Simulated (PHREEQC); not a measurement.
## Sulfide liquor (model solution)

A solution holds 0.024 mol/kgw H2S, 9.3e-05 mol/kgw NaCl and 0.018 mol/kgw FeCl2, at 25 °C. Closed to the air; pH follows from the charge balance.

Model: ion-association model, wateq4f.dat, run in PHREEQC.

Each row changes one thing in this solution. This is a speciation only: nothing precipitates in the calculation.

```json
[
 {"case": "as made", "pH": "3.34", "SI of Halite (NaCl)": "-7.24"},
 {"case": "NaCl replaced by Na2CO3 at the same molality", "pH": "3.40", "SI of Halite (NaCl)": "-6.94"},
 {"case": "FeCl2 from 0.018 to 0.0162 mol/kgw", "pH": "3.35", "SI of Halite (NaCl)": "-7.28"},
 {"case": "temperature from 25 to 75 °C", "pH": "3.11", "SI of Halite (NaCl)": "-7.35"},
 {"case": "temperature from 25 to 35 °C", "pH": "3.27", "SI of Halite (NaCl)": "-7.26"},
 {"case": "FeCl2 replaced by SrCl2 at the same molality", "pH": "4.27", "SI of Halite (NaCl)": "-7.24"},
 {"case": "H2S left out", "pH": "5.78", "SI of Halite (NaCl)": "-7.24"},
 {"case": "H2S from 0.024 to 0.0048 mol/kgw", "pH": "3.81", "SI of Halite (NaCl)": "-7.24"}
]
```

Some of these states are supersaturated (in Mackinawite, FeS(ppt), for instance). Constants without temperature data keep their 25 °C values here. The polysulfide entries of wateq4f.dat were taken out for this run.
